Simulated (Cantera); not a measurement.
A freely propagating, adiabatic, planar premixed flame of 28.3 % H₂, 12.9 % O₂, 48.4 % N₂, 10.5 % H₂O, equivalence ratio 1.1, unburnt at 550 K and 0.133 bar; multicomponent transport, grid criteria slope 0.08 and curve 0.16, no radiation.

Model: the H2/O2 subset of GRI-Mech 3.0, which has no nitrogen chemistry, integrated in Cantera. Burning velocities carry a grid error of a few per cent, more on coarse grids.

x: mole fraction of selected species; z is measured from the peak of heat release.

```csv
z (mm),T (K),u (m/s),x H₂,x O₂,x H₂O,x H₂O₂,x H,x O
-18.1,550,4.79,0.283,0.129,0.105,<1e-8,<1e-8,<1e-8
-12.1,550,4.79,0.283,0.129,0.105,<1e-8,<1e-8,<1e-8
-9.07,550,4.79,0.283,0.129,0.105,<1e-8,<1e-8,<1e-8
-6.05,550,4.79,0.283,0.129,0.105,<1e-8,<1e-8,<1e-8
-3.02,553,4.82,0.282,0.129,0.105,8.00e-7,6.78e-5,2.43e-6
-1.51,676,5.82,0.264,0.125,0.117,3.18e-6,0.00449,0.000126
0,1069,8.91,0.155,0.0881,0.200,7.19e-7,0.0457,0.00452
1.51,1343,11.0,0.0642,0.0345,0.299,1.09e-6,0.0732,0.00965
3.02,___,11.9,0.0568,___,0.315,___,___,0.00982
6.05,1587,12.8,0.0580,0.0231,0.323,5.49e-7,0.0544,0.00901
12.1,1726,13.8,0.0579,0.0197,0.334,2.90e-7,0.0416,0.00759
24.2,1866,14.8,0.0557,___,0.346,___,___,___
48.4,1997,15.6,0.0516,0.0122,0.360,8.67e-8,0.0203,0.00404
```

Fill in the missing entries.


- 3.02, T (K): 1459
- 3.02, x O₂: 0.0264
- 3.02, x H₂O₂: 8.91e-7
- 3.02, x H: 0.0668
- 24.2, x O₂: 0.0160
- 24.2, x H₂O₂: 1.52e-7
- 24.2, x H: 0.0300
- 24.2, x O: 0.00582
